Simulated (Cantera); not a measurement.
A perfectly stirred reactor is fed with 11.7 % NO, 88.3 % N2, at 15.0 Torr; it is held at 2098 K, and followed from long to short residence time.

Computed with Cantera and GRI-Mech 3.0 (53 species, 325 reactions). Radical loss at walls, strong at low pressure, is not modelled.

x: mole fraction; the columns are a selection and need not sum to one.

```csv
τ (s),x NO,x O2,x N2,x O,x NO2
5.6,0.0648,0.0251,0.908,___,4.67e-6
2.5,0.0916,0.0120,0.895,___,4.57e-6
1.1,0.108,0.00404,0.887,___,3.23e-6
0.47,0.114,0.00108,0.884,___,1.94e-6
0.21,0.116,0.000265,0.884,___,1.09e-6
0.090,0.117,5.18e-5,0.883,___,5.18e-7
0.039,0.117,9.37e-6,0.883,___,2.19e-7
0.017,0.117,1.61e-6,0.883,___,8.36e-8
0.0075,0.117,2.74e-7,0.883,___,2.93e-8
0.0033,0.117,4.64e-8,0.883,___,9.23e-9
0.0014,0.117,7.54e-9,0.883,___,2.45e-9
```

**Question.** Fill in the missing entries.

**Answer.** 
- 5.6, x O: 0.00154
- 2.5, x O: 0.00110
- 1.1, x O: 0.000686
- 0.47, x O: 0.000398
- 0.21, x O: 0.000218
- 0.090, x O: 0.000101
- 0.039, x O: 4.25e-5
- 0.017, x O: 1.69e-5
- 0.0075, x O: 6.55e-6
- 0.0033, x O: 2.53e-6
- 0.0014, x O: 9.70e-7
